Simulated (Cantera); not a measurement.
Charge: 1 mol SiH2Cl2, 0.084 mol C3H8, 1900 mol H2, held at 1025 °C and 66.0 Torr.

Equilibrium computed with Cantera from the NASA thermochemical tables; the gas is ideal and each condensed phase is pure. Candidate condensed phases: C, C6H6, C7H8, C8H18, Si, SiC; 109 gas species. Mutual solubility and eutectic melting of coexisting phases are not modelled. The numbers say what is thermodynamically allowed, not how fast it happens.

Base state: H2 0.999, HCl 0.00105 (mole fractions); condensed: Si(s) + SiC(s).

Problem. What changes in the equilibrium state with this change: temperature from 1025 °C to 1750 °C?

Solution. 
```json
[
 {"species": "H2", "before": "0.999", "after": "0.992"},
 {"species": "H", "before": "3.61e-6", "after": "0.00638"},
 {"species": "HCl", "before": "0.00105", "after": "0.00104"},
 {"species": "Si", "before": "<1e-9", "after": "0.000298"},
 {"species": "SiH", "before": "1.15e-9", "after": "5.67e-5"},
 {"species": "C2H2 (acetylene)", "before": "<1e-9", "after": "1.48e-5"},
 {"species": "Si(s), mol", "before": "0.746", "after": "0"},
 {"species": "SiC(s), mol", "before": "0.248", "after": "0.168"}
]
```
Gases not in the tables: Si2H6 and higher silanes.
